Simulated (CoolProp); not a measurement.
Saturation properties of chlorine.

Model: reference Helmholtz-energy equation of state, Thol 2021, in CoolProp.

```csv
T (°C),p (MPa),liquid density (kg/m³),vapour density (kg/m³),enthalpy of vaporisation (kJ/kg),liquid cp (kJ/(kg K))
50.55,1.464,1309,46.11,225.9,1.045
56.45,1.670,1289,52.63,220.2,1.062
62.45,1.901,1267,60.00,214.1,1.081
68.35,2.149,1245,68.08,207.8,1.103
74.25,2.418,1222,77.07,201.2,1.128
80.25,2.716,1198,87.26,194.1,1.157
86.15,3.033,1173,98.47,186.6,1.192
92.05,3.375,1147,111.0,178.7,1.234
97.95,3.744,1119,125.2,170.3,1.285
103.95,4.146,1089,141.5,161.0,1.352
109.85,4.570,1057,160.0,151.0,1.439
115.75,5.023,1022,181.5,140.1,1.560
```

It boils at -34.0 °C under 1 atm.
